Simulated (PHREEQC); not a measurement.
Solution (25 °C): 1.6 mmol/kgw H2SO4, 2.3 mmol/kgw FeCl3 and 0.24 mmol/kgw MnSO4. Closed to the air; pH follows from the charge balance.

Model: ion-association model, wateq4f.dat, run in PHREEQC.

Each row changes one thing in this solution. This is a speciation only: nothing precipitates in the calculation.

```
case                                    pH  ionic strength (mol/kgw)  FeSO4+ (mol/kgw)  SO4-2 (mol/kgw)  FeOH+2 (mol/kgw)  Fe+3 (mol/kgw)  SI of Goethite (FeOOH)  SI of Hematite (Fe2O3)
------------------------------------  ----  ------------------------  ----------------  ---------------  ----------------  --------------  ----------------------  ----------------------
as made                               2.46                    0.0114           0.00103         0.000618          0.000603        0.000493                   +4.71                  +11.44
diluted 10-fold with water            3.25                   0.00138           1.50e-5         0.000161          0.000131         1.37e-5                   +5.74                  +13.49
H2SO4 left out                        2.79                    0.0107          0.000141          8.58e-5           0.00122        0.000475                   +5.67                  +13.34
temperature from 25 to 65 °C          2.40                    0.0113          0.000635         0.000666           0.00115        0.000141                   +5.21                  +12.58
FeCl3 from 0.0023 to 0.00115 mol/kgw  2.52                   0.00748          0.000660       (withheld)          0.000258        0.000176                   +4.48                  +10.97
temperature from 25 to 45 °C          2.43                    0.0112          0.000871         0.000652          0.000908      (withheld)                   +5.00                  +12.10
```

Question: Fill in the missing entries.

Answer: 
- FeCl3 from 0.0023 to 0.00115 mol/kgw, SO4-2 (mol/kgw): 0.000927
- temperature from 25 to 45 °C, Fe+3 (mol/kgw): 0.000271

Complexes and solids missing from the database can't appear. Some of these states are supersaturated (in Hematite (slow to form), Goethite (slow to form), for instance). Away from 25 °C the constants follow the database's enthalpies or fits; those with neither stay at their 25 °C values.
